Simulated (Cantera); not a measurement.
**Carbothermic reduction: Fe3O4 + CH4 + CO**

Charge: 1 mol Fe3O4, a varied amount of CH4, 0.34 mol CO, at 1150 °C and 0.100 bar.

Equilibrium computed with Cantera from the NASA thermochemical tables; the gas is ideal and each condensed phase is pure. Candidate condensed phases: C, C6H6, C7H8, C8H18, Fe, Fe(CO)5, FeO, Fe(OH)2, Fe(OH)3, Fe2O3, Fe3O4, H2O; 114 gas species. Mutual solubility and eutectic melting of coexisting phases are not modelled. The tables' stoichiometric FeO is somewhat more stable than real wüstite, so its field is too wide. FeO: taken at fixed stoichiometry. The numbers say what is thermodynamically allowed, not how fast it happens.

From 0.33 mol CH4 to 0.5 mol CH4 the condensed part is FeO(s). From 0.62 mol CH4 to 1.8 mol CH4 the condensed part is Fe(γ) + FeO(s). The main Fe-bearing gas is Fe(OH)2 throughout.

| n(CH4) (mol) | x H2 | x CO | x H2O | x CO2 | x H | n FeO(s) | n Fe(γ) |
|---|---|---|---|---|---|---|---|
| 0.33 | 0.196 | 0.300 | 0.300 | 0.203 | 9.30e-6 | 3.00 | 0 |
| 0.4 | 0.269 | 0.341 | 0.250 | 0.140 | 1.09e-5 | 3.00 | 0 |
| 0.5 | 0.357 | 0.371 | 0.186 | 0.0854 | 1.26e-5 | 3.00 | 0 |
| 0.62 | 0.407 | 0.373 | 0.157 | 0.0634 | 1.34e-5 | 2.90 | 0.105 |
| 0.76 | 0.419 | 0.359 | 0.161 | 0.0610 | 1.36e-5 | 2.66 | 0.343 |
| 0.95 | 0.430 | 0.346 | 0.166 | 0.0588 | 1.38e-5 | 2.33 | 0.666 |
| 1.2 | 0.440 | 0.334 | 0.169 | 0.0568 | 1.39e-5 | 1.91 | 1.09 |
| 1.4 | 0.445 | 0.328 | 0.172 | 0.0557 | 1.40e-5 | 1.57 | 1.43 |
| 1.8 | 0.453 | 0.319 | 0.174 | 0.0542 | 1.41e-5 | 0.887 | 2.11 |
x: gas mole fraction; n: condensed amount in mol.
